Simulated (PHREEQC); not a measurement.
A made-up water analysis in mmol/kgw, 25 °C, pH 6.45, pe 3: Na 0.0177; K 7.98e-06; Ca 0.0539; Mg 0.000548; Cl 0.0105; S(6) 0.0143; Alkalinity (meq/kgw) 0.0925; Li 0.000569; Mn(2) 0.000181; Sr 0.000117; Ba 0.000234; B 0.000175.

Valence states are taken as typed.

All values are PHREEQC results (ion-association model, phreeqc.dat), not measurements.

| Quantity | Value |
|---|---|
| ionic strength | 0.000199 mol/kgw |
| charge-balance error | -1.3 % |

```tsv
species	molality	activity	log γ
HCO3-	9.27e-5	9.12e-5	-0.007
CO2	7.28e-5	7.28e-5	0.000
Ca+2	5.37e-5	5.04e-5	-0.028
Na+	1.77e-5	1.74e-5	-0.007
SO4-2	1.42e-5	1.33e-5	-0.028
Cl-	1.05e-5	1.03e-5	-0.007
Li+	5.69e-7	5.60e-7	-0.007
Mg+2	5.46e-7	5.12e-7	-0.028
H+	3.60e-7	3.55e-7	-0.007
Ba+2	2.32e-7	2.18e-7	-0.028
Mn+2	1.79e-7	1.68e-7	-0.028
H3BO3	1.75e-7	1.75e-7	0.000
CaSO4	1.19e-7	1.19e-7	0.000
Sr+2	1.17e-7	1.09e-7	-0.028
```

This is a speciation only: nothing precipitates in the calculation.
